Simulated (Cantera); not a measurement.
Source: NASA polynomial tables (part measured, part estimated), evaluated in Cantera. Values are per mole of reaction as written; species without (g) are pure solids or liquids, kept so even where they would boil at 1 bar.

Q: Between 823 and 1173 K, where is each reaction favourable under standard conditions?
- Nb + O2(g) → NbO2(g)
- 2 Pb + O2(g) → 2 PbO(g)
- 2 Si + O2(g) → 2 SiO(g)

A: 
- Nb + O2(g) → NbO2(g): ΔG° is -223 kJ at 823 K and -231 kJ at 1173 K; it stays negative (K > 1). ΔH° is -206 kJ and ΔS° 21 J/K at 1173 K.
- 2 Pb + O2(g) → 2 PbO(g): ΔG° is 30 kJ at 823 K and -7 kJ at 1173 K; it changes sign between 1073 and 1123 K. ΔH° is 114 kJ and ΔS° 103 J/K at 1173 K.
- 2 Si + O2(g) → 2 SiO(g): ΔG° is -345 kJ at 823 K and -403 kJ at 1173 K; it stays negative (K > 1). ΔH° is -214 kJ and ΔS° 161 J/K at 1173 K.
